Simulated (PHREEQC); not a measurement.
Make-up at 25 °C: 4.9 mol/kgw NaOH and 1.1 mol/kgw Na2SO4. Closed to the air; pH follows from the charge balance.

The numbers come from PHREEQC with the Pitzer model, pitzer.dat.

This is a speciation only: nothing precipitates in the calculation.

**Question.** Estimate the pH, osmotic coefficient, density.

**Answer.** pH 15.00; osmotic coefficient 1.285; density 1.249 g/cm³.

Species that the database lacks are ignored. In brines, pH and single-ion activities rest on the MacInnes convention.
